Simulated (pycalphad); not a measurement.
An equivalent pycalphad script:

```python
from pycalphad import Database, equilibrium, calculate, variables as v
import numpy as np
db = Database('COST507.tdb')
comps = ['TI', 'HF', 'B', 'VA']
phases = ['B2M', 'B2TI', 'B4M3', 'B4TI3', 'BCC_A2', 'BETA_RHOMBO_B', 'BM', 'BTI', 'HCP_A3', 'LIQUID']
eq = equilibrium(db, comps, phases, {v.X('HF'): 0.0038, v.X('B'): 0.0006, v.T: np.arange(2850, 499, -40), v.P: 101325, v.N: 1}, output=['HM', 'SM'])
```

All values are pycalphad results on the COST 507 light-alloy database (1999) (1 atm), not direct measurements. These are 1990s assessments: newer ones move some temperatures and phases. Phase fractions are per mole of atoms. Kinetics are ignored, which matters at the lower temperatures.

Results at three of the temperatures:

```
T = 2530.00 K, P = 101325 Pa, N = 1 mol of atoms
G = -182608 J/mol, H = 97178 J/mol, S = 110.59 J/(mol K)  (SER reference)
chemical potentials (J/mol): Ti -181877, Hf -344836, B -368294
phase             fraction      x(Ti)      x(Hf)       x(B)
LIQUID              1.0000     0.9956     0.0038     0.0006
```

```
T = 1570.00 K, P = 101325 Pa, N = 1 mol of atoms
G = -88486 J/mol, H = 42720 J/mol, S = 83.57 J/(mol K)  (SER reference)
chemical potentials (J/mol): Ti -88043, Hf -185361, B -209721
phase             fraction      x(Ti)      x(Hf)       x(B)
BCC_A2              1.0000     0.9956     0.0038     0.0006
```

```
T = 610.00 K, P = 101325 Pa, N = 1 mol of atoms
G = -22275 J/mol, H = 8497 J/mol, S = 50.45 J/(mol K)  (SER reference)
chemical potentials (J/mol): Ti -22076, Hf -51006, B -169651
phase             fraction      x(Ti)      x(Hf)       x(B)
HCP_A3              0.9992     0.9960     0.0038   0.000182
BM                  0.0008     0.4999   8.65e-05     0.5000
```

Changes of the phase set, refined by bisection:

```json
[
 {"T (°C)": "1665.6", "phases above": "liquid", "phases below": "bcc + liquid"},
 {"T (°C)": "1626.7", "phases above": "bcc + liquid", "phases below": "bcc"},
 {"T (°C)": "879.6", "phases above": "bcc", "phases below": "bcc + hcp"},
 {"T (°C)": "878.5", "phases above": "bcc + hcp", "phases below": "hcp"},
 {"T (°C)": "545.8", "phases above": "hcp", "phases below": "BM + hcp"}
]
```

Database names, with the compositions (at.%) that they take in these runs: BM: Ti 50 B 50. BCC_A2 is bcc; HCP_A3 is hcp.
